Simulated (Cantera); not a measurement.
A closed system holds: 1 mol CaO, 46 mol HCl, equilibrated at 10.0 Torr.

Method: chemical equilibrium by Gibbs-energy minimisation in Cantera with the NASA 1993 tables (ideal gas, pure condensed phases). Candidate condensed phases: Ca, CaCl₂, CaO, Ca(OH)₂, H₂O; 21 gas species. Condensed phases not in the tables: oxide chlorides. Kinetics and transport are ignored.

x: gas mole fraction; n: condensed amount in mol.

```
T (K)  x HCl      x Cl   x H₂O   x CaCl₂      x H₂  n CaCl₂(s)  n CaCl₂(l)
-----  -----  --------  ------  --------  --------  ----------  ----------
725    0.978   3.19e-9  0.0222    <1e-12   7.38e-8        1.00           0
825    0.978   9.63e-8  0.0222  5.48e-10   5.06e-7        1.00           0
925    0.978       [?]  0.0222       [?]       [?]       1.000           0
1025   0.978   1.07e-5  0.0222   4.11e-6   1.02e-5       1.000           0
1125   0.978   5.49e-5  0.0222   8.21e-5   3.70e-5           0       0.996
1225   0.977  0.000208  0.0222  0.000921  0.000119           0       0.959
1325   0.970  0.000628  0.0221   0.00696  0.000336           0       0.685
1425   0.954   0.00160  0.0217    0.0217  0.000830           0           0
1525   0.951       [?]  0.0217    0.0217       [?]           0           0
1625   0.945   0.00743  0.0216    0.0217   0.00375           0           0
1725   0.936    0.0140  0.0216    0.0216   0.00698           0           0
1825   0.920    0.0244  0.0214    0.0215    0.0121           0           0
```

Task: What belongs in the gaps?

Result: 
- 1525, x Cl: 0.00363
- 1525, x H₂: 0.00185
- 925, x Cl: 1.35e-6
- 925, x CaCl₂: 7.80e-8
- 925, x H₂: 2.48e-6
